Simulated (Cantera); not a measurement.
Charge: 1 mol SiCl4, 0.21 mol N2O, 17 mol N2, held at 1.30 mbar.

Equilibrium computed with Cantera from the NASA thermochemical tables; the gas is ideal and each condensed phase is pure. Candidate condensed phases: Si, SiO2, Si2N2O, Si3N4; 23 gas species. The tables hold silica as quartz up to 1696 K and as liquid above; real silica turns to tridymite and cristobalite and melts near 1996 K. Equilibrium is a limit: real reactors are often held back by kinetics, nucleation or transport.

Which condensed phases are stable at each of these points (T (K)): 1150, 1225, 1300, 1375, 1450, 1525, 1600, 1675?


| T (K) | condensed phases | Si condensed (%) |
|---|---|---|
| 1150 | SiO2(β-quartz) | 10.5 |
| 1225 | SiO2(β-quartz) | 10.5 |
| 1300 | SiO2(β-quartz) | 10.5 |
| 1375 | SiO2(β-quartz) | 10.5 |
| 1450 | SiO2(β-quartz) | 10.5 |
| 1525 | SiO2(β-quartz) | 10.3 |
| 1600 | SiO2(β-quartz) | 8.4 |
| 1675 | gas only | 0.0 |

From 1150 K to 1600 K the condensed part is SiO2(β-quartz). At 1675 K nothing is condensed.
